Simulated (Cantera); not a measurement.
## Iron carbonyl, mercury and lead vapours: Pb + CO + N2

A closed system holds: 1 mol Pb, 0.12 mol CO, a varied amount of N2, equilibrated at 1375 K and 1.90 mbar.

Method: chemical equilibrium by Gibbs-energy minimisation in Cantera with the NASA 1993 tables (ideal gas, pure condensed phases). Candidate condensed phases: C, Pb, PbO, PbO2, Pb3O4; 27 gas species. Rates play no part.

| n(N2) (mol) | x N2 | x Pb | x CO | x Pb2 | x CO2 |
|---|---|---|---|---|---|
| 1.9 | 0.629 | 0.331 | 0.0397 | 5.56e-6 | 6.68e-9 |
| 7.5 | 0.870 | 0.116 | 0.0139 | 6.82e-7 | 8.19e-10 |
| 13 | 0.921 | 0.0708 | 0.00850 | 2.54e-7 | 4.15e-10 |
| 19 | 0.944 | 0.0497 | 0.00596 | 1.25e-7 | 2.64e-10 |
| 24 | 0.955 | 0.0398 | 0.00478 | 8.03e-8 | 1.99e-10 |
| 30 | 0.964 | 0.0321 | 0.00386 | 5.23e-8 | 1.52e-10 |
| 36 | 0.970 | 0.0269 | 0.00323 | 3.68e-8 | 1.22e-10 |
| 41 | 0.973 | 0.0237 | 0.00285 | 2.86e-8 | 1.04e-10 |
| 47 | 0.977 | 0.0208 | 0.00249 | 2.19e-8 | 8.76e-11 |
x: gas mole fraction; nothing condenses.

From 1.9 mol N2 to 47 mol N2 nothing is condensed. The main Pb-bearing gas is Pb throughout.
